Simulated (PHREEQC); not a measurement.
0.012 g of hydrous ferric oxide (600 m²/g; 0.2 weak and 0.005 strong sites per Fe, Dzombak-Morel constants, diffuse double layer) in 1 kg of water with 0.05 mol/kgw of an inert sodium salt and 4.5e-06 mol NaF, at 25 °C; the pH is set by adding NaOH or the inert anion's acid. Oxygen alone is held at its pressure in air (log pO2 = -0.68). No CO2 enters from the air. Precipitation was switched off in this run.

Base run: PHREEQC, ion-association model, wateq4f.dat. Each further column changes one thing. The table gives surface charge σ (C/m²).

```
pH       base  background salt from 0.05 to 0.005 mol/kgw  oxide from 0.012 to 0.06 g/kgw  3e-05 mol/kgw Na2SeO4 added
-----  ------  ------------------------------------------  ------------------------------  ---------------------------
4       0.285                                       0.167                           0.289                        0.139
5.33    0.144                                       0.066                           0.144                        0.100
6       0.088                                       0.037                           0.088                        0.073
6.67    0.049                                       0.019                           0.049                        0.046
8       0.003                                       0.001                           0.003                        0.003
9.33   -0.039                                      -0.014                          -0.039                       -0.039
10     -0.074                                      -0.030                          -0.074                       -0.074
10.67  -0.126                                      -0.059                          -0.126                       -0.126
12     -0.281                                      -0.215                          -0.281                       -0.281
```
